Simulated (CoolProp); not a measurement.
Vapour pressure (MPa) of c-C4F8 (RC318): the reference equation beside estimates from Tc = 115.2 °C, pc = 2.778 MPa, ω = 0.355.

The numbers come from the reference Helmholtz-energy equation of state, Platzer 1990 in CoolProp. This equation is an older, rougher fit; its heat capacities, sound speeds and derivatives of the liquid may be far off and weren't checked against measurements.

| T (°C) | reference | van der Waals | Soave-Redlich-Kwong | Peng-Robinson |
|---|---|---|---|---|
| -4.85 | 0.1061 | 0.5204 | 0.1061 | 0.1061 |
| -2.35 | 0.1174 | 0.5458 | 0.1174 | 0.1173 |
| 0.25 | 0.1302 | 0.5730 | 0.1301 | 0.1299 |
| 2.75 | 0.1434 | 0.6000 | 0.1434 | 0.1430 |
| 5.35 | 0.1583 | 0.6290 | 0.1583 | 0.1577 |
| 7.85 | 0.1737 | 0.6577 | 0.1738 | 0.1729 |
| 10.45 | 0.1909 | 0.6884 | 0.1910 | 0.1899 |
| 12.95 | 0.2086 | 0.7188 | 0.2089 | 0.2074 |
| 15.55 | 0.2284 | 0.7514 | 0.2287 | 0.2269 |
| 18.05 | 0.2487 | 0.7835 | 0.2492 | 0.2471 |
| 20.65 | 0.2713 | 0.8179 | 0.2719 | 0.2694 |
| 23.15 | 0.2944 | 0.8518 | 0.2953 | 0.2923 |
| 25.75 | 0.3201 | 0.8881 | 0.3211 | 0.3177 |
| 28.25 | 0.3463 | 0.9238 | 0.3476 | 0.3438 |
| 30.85 | 0.3752 | 0.9620 | 0.3769 | 0.3725 |

Absolute difference from the reference over all 15 rows, mean and median: van der Waals 255.4 and 244.6 %, Soave-Redlich-Kwong 0.2 and 0.1 %, Peng-Robinson 0.5 and 0.6 %.
